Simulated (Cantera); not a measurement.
A freely propagating, adiabatic, planar premixed flame of CH4 : O2 : N2 : CO2 = 1 : 2.33 : 8.74 : 0.36 (molar parts), equivalence ratio 0.86, unburnt at 400 K and 7.70 atm; mixture-averaged transport, grid criteria slope 0.08 and curve 0.16, no radiation.

Cantera simulation using GRI-Mech 3.0 (53 species, 325 reactions); the numbers are that mechanism's predictions, not measurements. Burning velocities carry a grid error of a few per cent, more on coarse grids.

x: mole fraction of selected species; z is measured from the peak of heat release.

```json
[
 {"z (mm)": "-0.410", "T (K)": "401", "u (m/s)": "0.168", "x CH4": "0.0804", "x O2": "0.187", "x CO2": "0.0290", "x C2H": "<1e-8", "x N2O": "<1e-8", "x C2H6": "3.67e-8"},
 {"z (mm)": "-0.274", "T (K)": "408", "u (m/s)": "0.171", "x CH4": "0.0798", "x O2": "0.187", "x CO2": "0.0290", "x C2H": "<1e-8", "x N2O": "<1e-8", "x C2H6": "7.22e-7"},
 {"z (mm)": "-0.205", "T (K)": "433", "u (m/s)": "0.182", "x CH4": "0.0782", "x O2": "0.185", "x CO2": "0.0291", "x C2H": "<1e-8", "x N2O": "<1e-8", "x C2H6": "4.69e-6"},
 {"z (mm)": "-0.137", "T (K)": "563", "u (m/s)": "0.238", "x CH4": "0.0706", "x O2": "0.175", "x CO2": "0.0307", "x C2H": "<1e-8", "x N2O": "(withheld)", "x C2H6": "4.34e-5"},
 {"z (mm)": "-0.0684", "T (K)": "1026", "u (m/s)": "0.437", "x CH4": "0.0445", "x O2": "0.133", "x CO2": "0.0415", "x C2H": "<1e-8", "x N2O": "(withheld)", "x C2H6": "0.000308"},
 {"z (mm)": "-0.0342", "T (K)": "1416", "u (m/s)": "0.604", "x CH4": "0.0223", "x O2": "0.0937", "x CO2": "0.0552", "x C2H": "<1e-8", "x N2O": "(withheld)", "x C2H6": "0.000466"},
 {"z (mm)": "0", "T (K)": "1797", "u (m/s)": "0.766", "x CH4": "0.00303", "x O2": "0.0525", "x CO2": "0.0753", "x C2H": "5.34e-8", "x N2O": "(withheld)", "x C2H6": "3.93e-5"},
 {"z (mm)": "0.0342", "T (K)": "1951", "u (m/s)": "0.827", "x CH4": "3.85e-5", "x O2": "0.0357", "x CO2": "0.0921", "x C2H": "<1e-8", "x N2O": "(withheld)", "x C2H6": "<1e-8"},
 {"z (mm)": "0.0684", "T (K)": "2012", "u (m/s)": "0.849", "x CH4": "3.49e-7", "x O2": "0.0314", "x CO2": "0.0995", "x C2H": "<1e-8", "x N2O": "(withheld)", "x C2H6": "<1e-8"},
 {"z (mm)": "0.137", "T (K)": "2062", "u (m/s)": "0.868", "x CH4": "<1e-8", "x O2": "0.0287", "x CO2": "0.105", "x C2H": "<1e-8", "x N2O": "1.20e-6", "x C2H6": "<1e-8"},
 {"z (mm)": "0.274", "T (K)": "2089", "u (m/s)": "0.878", "x CH4": "<1e-8", "x O2": "0.0275", "x CO2": "0.107", "x C2H": "<1e-8", "x N2O": "(withheld)", "x C2H6": "<1e-8"},
 {"z (mm)": "0.547", "T (K)": "2097", "u (m/s)": "0.881", "x CH4": "<1e-8", "x O2": "0.0271", "x CO2": "0.108", "x C2H": "<1e-8", "x N2O": "5.26e-7", "x C2H6": "<1e-8"},
 {"z (mm)": "1.09", "T (K)": "2098", "u (m/s)": "0.881", "x CH4": "<1e-8", "x O2": "0.0271", "x CO2": "0.108", "x C2H": "<1e-8", "x N2O": "4.89e-7", "x C2H6": "<1e-8"}
]
```

Some entries are withheld; supply them.


- -0.137, x N2O: 2.98e-8
- -0.0684, x N2O: 1.98e-7
- -0.0342, x N2O: 4.05e-7
- 0, x N2O: 7.25e-7
- 0.0342, x N2O: 1.12e-6
- 0.0684, x N2O: 1.30e-6
- 0.274, x N2O: 7.84e-7
